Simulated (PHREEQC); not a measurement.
# Reverse-osmosis permeate: speciation

A made-up water analysis in mg/L, 64 °C, pH 5.94, pe 9.6:

```csv
constituent,mg/L
Na,1.09
K,0.00428
Ca,1.68
Mg,0.625
Cl,2.01
S(6) as SO4,0.352
Alkalinity as HCO3,7.31
Ba,0.00556
Sr,0.0149
Pb,0.929
Si as SiO2,0.00294
N(5) as NO3,0.207
```

Valence states are taken as typed.

Equilibrium calculation in PHREEQC: ion-association model, phreeqc.dat.

No solid was allowed to form.

**Question.** Estimate the charge-balance error.

**Answer.** charge-balance error 1.3 %.

**Question.** In which forms is S present?

**Answer.** SO4-2 98 %, MgSO4 1.2 %, CaSO4 0.8 % of the S.

Complexes and solids missing from the database can't appear. At this temperature some constants are extrapolated from 25 °C, and those without enthalpy data are left unchanged.
